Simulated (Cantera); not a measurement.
Input: 1 mol MgO, 43 mol HF, 19 mol O₂, equilibrated at 725 °C and 75.0 Torr.

Cantera equilibrium calculation (NASA polynomials, part measured and part estimated; ideal gas, pure solids and liquids). Candidate condensed phases: H₂O, Mg, MgF₂, MgO, Mg(OH)₂; 31 gas species. Kinetics and transport are ignored.

Base state: HF 0.672, O₂ 0.311, H₂O 0.0164 (mole fractions); condensed: MgF₂(s).

Problem. What changes in the equilibrium state with this change: MgO replaced by CuO?

Solution. 
```json
[
 {"species": "HF", "before": "0.672", "after": "0.693"},
 {"species": "O₂", "before": "0.311", "after": "0.307"},
 {"species": "H₂O", "before": "0.0164", "after": "0.000310"},
 {"species": "CuF₂", "before": "0", "after": "0.000113"},
 {"species": "MgF₂(s), mol", "before": "1.00", "after": "0"},
 {"species": "CuF₂(s), mol", "before": "0", "after": "0.0121"},
 {"species": "CuO(s), mol", "before": "0", "after": "0.981"}
]
```
Further candidate phases: Cu, CuF₂, CuO, Cu(OH)₂, Cu₂O.
